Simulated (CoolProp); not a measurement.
Properties of carbon dioxide along the isotherm 325.5 K (Tc = 304.1 K, pc = 73.77 bar, ω = 0.224).

Values from CoolProp's reference Helmholtz-energy equation of state, Span 1996.

```tsv
p (bar)	phase	density (kg/m³)	conductivity (mW/(m K))	Prandtl number
1.17	gas	1.911	18.8	0.758
1.76	gas	2.881	18.8	0.760
2.65	gas	4.352	18.8	0.763
4	gas	6.603	18.9	0.767
6.04	gas	10.05	19.0	0.773
9.11	gas	15.34	19.2	0.782
13.7	gas	23.51	19.5	0.798
20.7	gas	36.61	20.0	0.824
31.3	gas	58.19	20.9	0.872
47.2	gas	95.74	22.9	0.970
71.2	gas	172.3	28.5	1.25
107	supercritical	425.4	56.7	3.06
162	supercritical	707.6	76.4	2.17
245	supercritical	818.8	91.6	1.78
369	supercritical	900.7	106	1.64
```

Viscosity comes from a separate model (Laesecke 2017). Thermal conductivity comes from a separate model (Huber 2016).
